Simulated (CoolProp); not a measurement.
Properties of n-perfluorobutane along the isobar 0.7 MPa.

Model: reference Helmholtz-energy equation of state, Gao 2022, in CoolProp.

```tsv
T (K)	phase	Z	Joule-Thomson coefficient (K/MPa)
348.1	gas	0.8369	12.41
354.8	gas	0.8495	11.47
361.6	gas	…	10.64
368.4	gas	0.8711	9.926
375.2	gas	0.8803	…
382	gas	0.8886	8.739
388.8	gas	0.8962	8.241
395.6	gas	0.9032	7.793
402.4	gas	0.9096	7.389
409.2	gas	0.9154	7.021
416	gas	0.9208	6.685
422.8	gas	0.9258	6.377
429.6	gas	…	6.094
436.4	gas	0.9347	5.832
443.2	gas	0.9387	5.590
450	gas	0.9425	5.364
```

Fill in the missing entries.


- 361.6, Z: 0.8609
- 375.2, Joule-Thomson coefficient (K/MPa): 9.297
- 429.6, Z: 0.9304
